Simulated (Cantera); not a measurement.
Gas mixture: 100 % O₂, at 3800 Pa, frozen composition.

Cantera's kinetic-theory transport with the Lennard-Jones parameters of GRI-Mech 3.0, ideal gas; thermal conductivity in the multicomponent form.

One state of this run: ρ (kg/m³) = 0.0146; cp (J/kg/K) = 1090; μ (µPa s) = 47.9; λ (mW/m/K) = 73.7; Pr = 0.709; D (cm²/s) H = 271; D (cm²/s) CH₃ = 48.3; D (cm²/s) N₂ = 43.4. D: mixture-averaged diffusion coefficient of that species in the mixture.

Q: Which value of T (K) does it belong to?
A. 400
B. 850
C. 1000
D. 1300

A: C, 1000
